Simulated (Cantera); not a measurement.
Cantera run:

```python
import numpy as np
import cantera as ct

gas_names = """
    H HO2 H2 H2O H2O2 Li LiH LiO LiOH Li2 Li2O Li2O2 Li2O2H2 O OH O2 O3
""".split()
cond_names = """
    H2O(s) H2O(L) Li(cr) Li(L) LiH(s) LiH(L) LiOH(s) LiOH(L) Li2O(s) Li2O(L)
""".split()


# ... load() reads the species with a 1 bar reference pressure and builds the phases ...
atoms = {
    'LiOH': {'Li': 1, 'O': 1, 'H': 1},
    'H2': {'H': 2},
    'H2O': {'H': 2, 'O': 1},
}
top_T = {}  # K; cautious upper limits of use, not melting points


# ... equilibrate(T, P, feed) seeds the gas with the atoms and calls Mixture.equilibrate('TP', solver="vcs", rtol=1e-11, max_steps=5000) ...
results = []
feed = {'LiOH': 1, 'H2': 1.2, 'H2O': 0.12}  # mol
P = 10000  # Pa
for T in [873, 1023, 1173, 1323, 1473, 1623, 1773, 1923, 2073, 2223]:
    mix = equilibrate(T, P, feed)
    results.append((T, P, feed, dict(zip(mix.species_names, mix.species_moles))))
    x = sorted(zip(gas.X, gas.species_names), reverse=True)
    print(f"T = {T:g} K  P = {P:g} Pa  gas = {mix.phase_moles(0):.4g} mol")
    print("   x: " + "  ".join(f"{s} {v:.3e}" for v, s in x if v > 1e-06))
    print("   condensed (mol): " + ("  ".join(f"{mix.phase(i).name} {mix.phase_moles(i):.4g}"
          for i in range(1, mix.n_phases) if mix.phase_moles(i) > 1e-12) or "none"))
```

Output:

```
T = 873 K  P = 10000 Pa  gas = 1.82 mol
   x: H2 6.593e-01  H2O 3.407e-01  LiOH 1.600e-06
   condensed (mol): Li2O(s) 0.5
T = 1023 K  P = 10000 Pa  gas = 1.82 mol
   x: H2 6.593e-01  H2O 3.406e-01  LiOH 6.696e-05  Li2O2H2 5.900e-06
   condensed (mol): Li2O(s) 0.4999
T = 1173 K  P = 10000 Pa  gas = 1.821 mol
   x: H2 6.590e-01  H2O 3.399e-01  LiOH 1.032e-03  Li2O2H2 3.370e-05
   condensed (mol): Li2O(s) 0.499
T = 1323 K  P = 10000 Pa  gas = 1.828 mol
   x: H2 6.566e-01  H2O 3.350e-01  LiOH 8.328e-03  Li2O2H2 1.233e-04  Li 1.562e-05  H 4.064e-06
   condensed (mol): Li2O(s) 0.4921
T = 1473 K  P = 10000 Pa  gas = 1.86 mol
   x: H2 6.451e-01  H2O 3.123e-01  LiOH 4.187e-02  Li2O2H2 3.163e-04  Li 3.147e-04  H 3.213e-05  Li2O 1.132e-05  LiH 5.099e-06
   condensed (mol): Li2O(s) 0.4602
T = 1623 K  P = 10000 Pa  gas = 1.966 mol
   x: H2 6.083e-01  H2O 2.465e-01  LiOH 1.404e-01  Li 3.806e-03  Li2O2H2 5.537e-04  Li2O 2.354e-04  H 1.705e-04  LiH 5.151e-05  OH 2.892e-06
   condensed (mol): Li2O(s) 0.3566
T = 1773 K  P = 10000 Pa  gas = 2.254 mol
   x: H2 5.147e-01  LiOH 3.103e-01  H2O 1.365e-01  Li 3.401e-02  Li2O 2.831e-03  H 6.454e-04  Li2O2H2 5.797e-04  LiH 3.738e-04  OH 1.061e-05  Li2 4.783e-06  LiO 1.359e-06
   condensed (mol): Li2O(s) 0.1038
T = 1923 K  P = 10000 Pa  gas = 2.413 mol
   x: H2 4.579e-01  LiOH 3.293e-01  H2O 1.301e-01  Li 7.540e-02  Li2O 4.329e-03  H 2.016e-03  LiH 7.039e-04  Li2O2H2 1.786e-04  OH 4.932e-05  Li2 1.318e-05  LiO 8.114e-06
   condensed (mol): none
T = 2073 K  P = 10000 Pa  gas = 2.454 mol
   x: H2 4.338e-01  LiOH 2.957e-01  H2O 1.567e-01  Li 1.035e-01  H 5.478e-03  Li2O 3.609e-03  LiH 8.605e-04  OH 2.251e-04  Li2O2H2 4.778e-05  LiO 3.114e-05  Li2 1.508e-05  O 2.040e-06
   condensed (mol): none
T = 2223 K  P = 10000 Pa  gas = 2.502 mol
   x: H2 4.069e-01  LiOH 2.611e-01  H2O 1.826e-01  Li 1.316e-01  H 1.292e-02  Li2O 2.910e-03  LiH 9.811e-04  OH 8.376e-04  LiO 9.724e-05  O 1.845e-05  Li2 1.576e-05  Li2O2H2 1.439e-05  O2 3.485e-06
   condensed (mol): none
```

Cantera equilibrium calculation (NASA polynomials, part measured and part estimated; ideal gas, pure solids and liquids).
